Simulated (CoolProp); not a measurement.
Saturated liquid density (kg/m³) of hexamethyldisiloxane (MM): the reference equation beside estimates from Tc = 518.7 K, pc = 19.31 bar, ω = 0.418. Rackett uses Z = 0.29056 − 0.08775 ω.

The numbers come from the reference Helmholtz-energy equation of state, Thol 2016 in CoolProp.

```json
[
 {"T (K)": "370.4", "reference": "678.8", "Rackett": "746.9", "van der Waals": "409.8", "Redlich-Kwong": "592.5", "Soave-Redlich-Kwong": "634.0", "Peng-Robinson": "717.5"},
 {"T (K)": "376.5", "reference": "671.4", "Rackett": "738.4", "van der Waals": "405.4", "Redlich-Kwong": "584.6", "Soave-Redlich-Kwong": "626.5", "Peng-Robinson": "709.3"},
 {"T (K)": "382.7", "reference": "663.8", "Rackett": "729.6", "van der Waals": "400.8", "Redlich-Kwong": "576.4", "Soave-Redlich-Kwong": "618.6", "Peng-Robinson": "700.6"},
 {"T (K)": "388.9", "reference": "656.0", "Rackett": "720.6", "van der Waals": "396.1", "Redlich-Kwong": "567.9", "Soave-Redlich-Kwong": "610.4", "Peng-Robinson": "691.6"},
 {"T (K)": "395", "reference": "648.1", "Rackett": "711.6", "van der Waals": "391.3", "Redlich-Kwong": "559.4", "Soave-Redlich-Kwong": "602.0", "Peng-Robinson": "682.4"},
 {"T (K)": "401.2", "reference": "640.0", "Rackett": "___", "van der Waals": "386.3", "Redlich-Kwong": "550.4", "Soave-Redlich-Kwong": "593.2", "Peng-Robinson": "672.6"},
 {"T (K)": "407.4", "reference": "___", "Rackett": "692.6", "van der Waals": "___", "Redlich-Kwong": "___", "Soave-Redlich-Kwong": "584.0", "Peng-Robinson": "662.3"},
 {"T (K)": "413.5", "reference": "___", "Rackett": "682.9", "van der Waals": "376.0", "Redlich-Kwong": "531.8", "Soave-Redlich-Kwong": "574.6", "Peng-Robinson": "651.8"},
 {"T (K)": "419.7", "reference": "___", "Rackett": "672.8", "van der Waals": "370.5", "Redlich-Kwong": "522.0", "Soave-Redlich-Kwong": "___", "Peng-Robinson": "640.6"},
 {"T (K)": "425.8", "reference": "___", "Rackett": "662.5", "van der Waals": "365.0", "Redlich-Kwong": "512.0", "Soave-Redlich-Kwong": "554.3", "Peng-Robinson": "629.0"},
 {"T (K)": "432", "reference": "596.3", "Rackett": "651.7", "van der Waals": "359.2", "Redlich-Kwong": "501.5", "Soave-Redlich-Kwong": "543.3", "Peng-Robinson": "616.7"},
 {"T (K)": "438.2", "reference": "586.7", "Rackett": "640.6", "van der Waals": "353.1", "Redlich-Kwong": "490.5", "Soave-Redlich-Kwong": "531.9", "Peng-Robinson": "603.7"}
]
```

Some entries are withheld; supply them.


- 401.2, Rackett: 702.2
- 407.4, reference: 631.7
- 407.4, van der Waals: 381.2
- 407.4, Redlich-Kwong: 541.2
- 413.5, reference: 623.3
- 419.7, reference: 614.5
- 419.7, Soave-Redlich-Kwong: 564.6
- 425.8, reference: 605.6

Absolute difference from the reference over all 12 rows, mean and median: Rackett 9.7 and 9.7 %, van der Waals 39.7 and 39.6 %, Redlich-Kwong 14.3 and 14.2 %, Soave-Redlich-Kwong 7.6 and 7.4 %, Peng-Robinson 4.7 and 5.0 %.
